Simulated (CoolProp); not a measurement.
Dry air along the isotherm -157.15 °C: Z from the reference equation and from simpler models built on Tc = -140.6 °C, pc = 3.786 MPa, ω = 0.034; each cubic takes its own stable root.

Model: reference Helmholtz-energy equation of state, Lemmon 2000, in CoolProp. It is a pseudo-pure fit of the blend.

| p (MPa) | phase | reference |
|---|---|---|
| 0.21 | gas | 0.9717 |
| 0.421 | gas | 0.9418 |
| 0.631 | gas | 0.9104 |
| 0.841 | gas | 0.8769 |
| 1.05 | gas | 0.8410 |

Question: How far does each simpler model (Pitzer virial, van der Waals, Redlich-Kwong, Soave-Redlich-Kwong, Peng-Robinson) lie from the reference over these 5 states: mean and median of the absolute difference, and the worst?

Answer: 
- Pitzer virial: mean 0.8 %, median 0.5 %, worst +2.2 % at -157.15 °C and 1.05 MPa
- van der Waals: mean 2.0 %, median 1.9 %, worst +3.7 % at -157.15 °C and 1.05 MPa
- Redlich-Kwong: mean 0.1 %, median 0.1 %, worst +0.3 % at -157.15 °C and 1.05 MPa
- Soave-Redlich-Kwong: mean 0.1 %, median 0.1 %, worst +0.3 % at -157.15 °C and 1.05 MPa
- Peng-Robinson: mean 0.7 %, median 0.7 %, worst -1.1 % at -157.15 °C and 1.05 MPa
